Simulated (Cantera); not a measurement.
A closed system holds: 1 mol SiH2Cl2, 12 mol N2, equilibrated at 100 Torr.

Cantera equilibrium calculation (NASA polynomials, part measured and part estimated; ideal gas, pure solids and liquids). Candidate condensed phases: NH4Cl, Si, Si3N4; 28 gas species. N2 is the only nitrogen source here; it is nearly inert below about 1500 K, so the nitride shown seldom forms there in practice. Equilibrium is a limit: real reactors are often held back by kinetics, nucleation or transport.

Over these rows the condensed part is Si3N4(s). Partial pressures as log10 of bar:

```
T (K)  1000/T (1/K)  log p SiCl2  log p N2  log p HCl  log p H2  log p SiCl4
-----  ------------  -----------  --------  ---------  --------  -----------
973          1.0277        -8.15     -0.94      -1.91     -2.40        -2.70
1048         0.9542        -7.08     -0.94      -1.90     -2.43        -2.73
1123         0.8905        -6.15     -0.94      -1.89     -2.45        -2.75
1198         0.8347        -5.35     -0.94      -1.88     -2.46        -2.77
1273         0.7855            ?     -0.94      -1.87     -2.48        -2.80
1348         0.7418        -4.03     -0.94      -1.87     -2.49        -2.84
```

Q: Fit log p(SiCl2) = a + b·(1000/T) to the five rows, give the apparent enthalpy, and predict the row at 1273 K.

A: Means: 1000/T = 0.8898, log p = -6.152. Sxy = -0.693532, Sxx = 0.0481043, so b = -14.42 and a = -6.152 − (-14.42)×0.8898 = 6.68.
Apparent enthalpy: −19.145 × (-14.42) = 276 kJ/mol. With the condensed phases at unit activity, 1/6 Si3N4(s) + 1/2 SiCl4(g) = SiCl2(g) + 1/3 N2(g) links this pressure to the main gases: over the six rows their terms move log p by -0.07 in all, so the slope is close to that reaction's ΔH°. The five rows lie within 0.01 of the line.
Prediction at 1273 K: 6.68 + (-14.42)×0.7855 = -4.65. The computed value is -4.64, 0.01 from the line.
